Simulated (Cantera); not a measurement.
## Premixed flame

A freely propagating, adiabatic, planar premixed flame of 47.5 % H2, 10.8 % O2, 40.6 % N2, 1.05 % H2O, unburnt at 425 K and 0.960 bar; mixture-averaged transport, grid criteria slope 0.08 and curve 0.16, no radiation.

Cantera simulation using the H2/O2 subset of GRI-Mech 3.0, which has no nitrogen chemistry; the numbers are that mechanism's predictions, not measurements. Burning velocities carry a grid error of a few per cent, more on coarse grids.

```json
[
 {"z (mm)": "-1.23", "T (K)": "425", "u (m/s)": "4.85", "x H2": "0.475", "x O2": "0.108", "x H2O2": "<1e-8", "x OH": "<1e-8", "x H2O": "0.0105", "x H": "<1e-8"},
 {"z (mm)": "-0.821", "T (K)": "425", "u (m/s)": "4.85", "x H2": "0.475", "x O2": "0.108", "x H2O2": "<1e-8", "x OH": "<1e-8", "x H2O": "0.0105", "x H": "<1e-8"},
 {"z (mm)": "-0.616", "T (K)": "425", "u (m/s)": "4.85", "x H2": "0.475", "x O2": "0.108", "x H2O2": "<1e-8", "x OH": "<1e-8", "x H2O": "0.0105", "x H": "<1e-8"},
 {"z (mm)": "-0.411", "T (K)": "425", "u (m/s)": "4.85", "x H2": "0.475", "x O2": "0.108", "x H2O2": "<1e-8", "x OH": "<1e-8", "x H2O": "0.0105", "x H": "<1e-8"},
 {"z (mm)": "-0.205", "T (K)": "451", "u (m/s)": "5.11", "x H2": "0.471", "x O2": "0.108", "x H2O2": "9.64e-6", "x OH": "3.93e-5", "x H2O": "0.0113", "x H": "5.23e-5"},
 {"z (mm)": "-0.103", "T (K)": "716", "u (m/s)": "7.89", "x H2": "0.438", "x O2": "0.102", "x H2O2": "3.73e-5", "x OH": "0.000691", "x H2O": "0.0327", "x H": "0.00541"},
 {"z (mm)": "0", "T (K)": "1112", "u (m/s)": "11.9", "x H2": "0.361", "x O2": "0.0733", "x H2O2": "3.48e-6", "x OH": "0.00122", "x H2O": "0.0984", "x H": "0.0329"},
 {"z (mm)": "0.103", "T (K)": "1387", "u (m/s)": "14.8", "x H2": "0.281", "x O2": "0.0269", "x H2O2": "8.91e-7", "x OH": "0.00243", "x H2O": "0.188", "x H": "0.0648"},
 {"z (mm)": "0.205", "T (K)": "1514", "u (m/s)": "16.0", "x H2": "0.251", "x O2": "0.00633", "x H2O2": "4.88e-7", "x OH": "0.00259", "x H2O": "0.228", "x H": "0.0738"},
 {"z (mm)": "0.411", "T (K)": "1622", "u (m/s)": "17.1", "x H2": "0.248", "x O2": "0.000567", "x H2O2": "3.09e-7", "x OH": "0.00272", "x H2O": "0.241", "x H": "0.0667"},
 {"z (mm)": "0.821", "T (K)": "1727", "u (m/s)": "18.1", "x H2": "0.257", "x O2": "0.000193", "x H2O2": "1.96e-7", "x OH": "0.00276", "x H2O": "0.243", "x H": "0.0528"},
 {"z (mm)": "1.64", "T (K)": "1827", "u (m/s)": "19.0", "x H2": "0.266", "x O2": "0.000115", "x H2O2": "1.07e-7", "x OH": "0.00250", "x H2O": "0.246", "x H": "0.0387"},
 {"z (mm)": "3.28", "T (K)": "1912", "u (m/s)": "19.7", "x H2": "0.274", "x O2": "5.80e-5", "x H2O2": "5.26e-8", "x OH": "0.00200", "x H2O": "0.248", "x H": "0.0263"}
]
```
x: mole fraction of selected species; z is measured from the peak of heat release.

| Property | Value |
|---|---|
| laminar burning velocity | 485 cm/s |
| thermal thickness | 0.411 mm |
| peak x(H2O2) | 4.16e-5 |
| peak x(OH) | 0.00278 |
| peak x(H) | 0.0739 |
| grid points | 125 |
